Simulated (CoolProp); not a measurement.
Vapour-liquid equilibrium of ethanol (1) + n-octane (2) at 141 kPa; x and y are mole fractions of (1).

The numbers come from the multi-fluid Helmholtz-energy mixture model, Schroeder 2014 and Beckmüller 2019; pair parameters Bell 2016 in CoolProp.

Q: Give the bubble temperature and the first vapour's composition at x = 0.275, 0.425, 0.95. Is there an azeotrope?

A: x = 0.275: 362.5 K, y = 0.790; x = 0.425: 361.3 K, y = 0.804; x = 0.95: 359.9 K, y = 0.943. y crosses x between x = 0.875 and 0.95: the model has an azeotrope there.

Pair parameters are fitted to limited data, so mixtures are less certain than the pure fluids. With so large a gap from Raoult's law the liquid may split in two, which this calculation doesn't test in full.
